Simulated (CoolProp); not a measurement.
Propylene glycol at several states: Z from the reference equation and from simpler models built on Tc = 674.0 K, pc = 72.92 bar, ω = 0.327; each cubic takes its own stable root.

Model: reference Helmholtz-energy equation of state, Eisenbach 2021, in CoolProp.

| T (K) | p (bar) | phase | reference |
|---|---|---|---|
| 369.4 | 18.4 | liquid | 0.04665 |
| 241.4 | 1.01 | liquid | 0.003562 |
| 568.5 | 231 | liquid | 0.4610 |

Problem. How far does each simpler model (van der Waals, Redlich-Kwong, Soave-Redlich-Kwong, Peng-Robinson) lie from the reference over these 3 states: mean and median of the absolute difference, and the worst?

Solution. 
- van der Waals: mean 50.3 %, median 54.2 %, worst +54.3 % at 241.4 K and 1.01 bar
- Redlich-Kwong: mean 4.4 %, median 4.4 %, worst +5.1 % at 568.5 K and 231 bar
- Soave-Redlich-Kwong: mean 1.6 %, median 1.8 %, worst +2.0 % at 241.4 K and 1.01 bar
- Peng-Robinson: mean 9.6 %, median 9.5 %, worst -10.3 % at 369.4 K and 18.4 bar
